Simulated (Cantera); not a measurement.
Charge: 1 mol BN, 0.45 mol H2O, 52 mol H2, 40 mol HCl.

Equilibrium computed with Cantera from the NASA thermochemical tables; the gas is ideal and each condensed phase is pure. Candidate condensed phases: B, BN, B2O3, B3O3H3, H2O, NH4Cl; 49 gas species. Mutual solubility and eutectic melting of coexisting phases are not modelled. The tables' values for BCl2 are old estimates. Gases not in the tables: H3BO3. Kinetics and transport are ignored.

Q: What condenses at these points (T in K, P in Pa): (1048, 5600); (1223, 320); (1198, 1); (1123, 5600); (948, 1)?

A: 
| T (K) | P in Pa | condensed phases | B condensed (%) |
|---|---|---|---|
| 1048 | 5600 | BN + B2O3 | 99.8 |
| 1223 | 320 | BN + B2O3 | 94.4 |
| 1198 | 1 | BN | 60.2 |
| 1123 | 5600 | BN + B2O3 | 99.2 |
| 948 | 1 | BN + B2O3 | 99.8 |
